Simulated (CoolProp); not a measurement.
Properties of sulfur hexafluoride along the isotherm 472.2 K (Tc = 318.7 K, pc = 3.755 MPa, ω = 0.210).

Computed with CoolProp (reference Helmholtz-energy equation of state, Guder 2009).

```tsv
p (MPa)	phase	Z	cp (kJ/(kg K))	expansivity (1/kK)	conductivity (mW/(m K))
0.587	gas	0.9877	0.8664	2.233	26.3
1.17	gas	0.9756	0.8731	2.352	26.9
1.76	gas	0.9636	0.8803	2.479	27.5
2.35	gas	0.9519	0.8878	2.610	28.1
2.93	gas	0.9407	0.8956	2.744	28.6
3.52	gas	0.9296	0.9039	2.883	29.1
4.11	supercritical	0.9188	0.9126	3.026	29.6
4.69	supercritical	0.9087	0.9214	3.167	30.1
5.28	supercritical	0.8989	0.9306	3.312	30.6
5.87	supercritical	0.8896	0.9401	3.455	31.1
6.45	supercritical	0.8810	0.9496	3.592	31.6
7.04	supercritical	0.8730	0.9593	3.727	32.2
7.63	supercritical	0.8656	0.9689	3.854	32.8
8.21	supercritical	0.8591	0.9783	3.971	33.4
8.8	supercritical	0.8533	0.9876	4.078	34.1
9.39	supercritical	0.8484	0.9966	4.173	34.8
```

Thermal conductivity comes from a separate model (Assael 2012).
